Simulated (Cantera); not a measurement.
# Low-pressure radical oxidation in H2/O2

An isothermal, constant-pressure homogeneous reactor starts with 25.3 % H2, 74.5 % O2, 0.142 % N2, equivalence ratio 0.17, at 1448 K and 2670 Pa.

Computed with Cantera and GRI-Mech 3.0 (53 species, 325 reactions). Radical loss at walls, strong at low pressure, is not modelled. The temperature is held fixed by assumption; the heat of reaction is taken as removed at once.

```tsv
t (s)	x H2	x O2	x H	x O	x H2O2	x OH	x H2O
3.00e-5	0.253	0.745	8.61e-7	4.63e-7	1.85e-9	3.88e-7	8.19e-7
9.54e-5	0.253	0.745	7.51e-5	4.41e-5	1.74e-8	3.65e-5	0.000118
0.000304	0.0180	0.594	0.0802	0.0984	4.48e-7	0.0240	0.184
0.000965	0.0145	0.604	0.0670	0.0918	4.40e-7	0.0223	0.199
0.00307	0.0108	0.638	0.0381	0.0623	4.71e-7	0.0197	0.230
0.00977	0.00361	0.686	0.00644	0.0190	3.75e-7	0.0118	0.272
0.0311	0.000424	0.705	0.000249	0.00218	1.43e-7	0.00409	0.287
0.0988	4.93e-5	0.707	9.89e-6	0.000253	4.26e-8	0.00140	0.289
0.314	8.60e-6	0.708	7.26e-7	4.43e-5	1.38e-8	0.000587	0.290
1.00	2.56e-6	0.708	1.19e-7	1.32e-5	6.79e-9	0.000321	0.290
```
x: mole fraction; the columns are a selection and need not sum to one.

Equilibrium at this temperature and pressure: H2 1.96e-6, O2 0.708, H 7.95e-8, O 1.01e-5, H2O2 6.06e-9, OH 0.000280, H2O 0.290 (gas phase only).
